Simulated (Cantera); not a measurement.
Feed: 1 mol acetone, 0.033 mol O₂, 48 mol H₂, held at 0.133 bar.

Cantera equilibrium calculation (NASA polynomials, part measured and part estimated; ideal gas, pure solids and liquids). Candidate condensed phases: C, C₆H₆, C₇H₈, C₈H₁₈, H₂O; 110 gas species. The feed counts by its element totals alone. Equilibrium is a limit: real reactors are often held back by kinetics, nucleation or transport.

**Question.** Which condensed phases are stable at each of these points (T (°C)): 1900, 2000, 2100, 2200, 2300, 2400, 2500, 2600, 2700, 2800?

**Answer.** 
```tsv
T (°C)	condensed phases	C condensed (%)
1900	C(graphite)	56.9
2000	C(graphite)	51.7
2100	C(graphite)	43.8
2200	C(graphite)	32.5
2300	C(graphite)	16.7
2400	gas only	0.0
2500	gas only	0.0
2600	gas only	0.0
2700	gas only	0.0
2800	gas only	0.0
```

From 1900 °C to 2300 °C the condensed part is C(graphite). From 2400 °C to 2800 °C nothing is condensed.
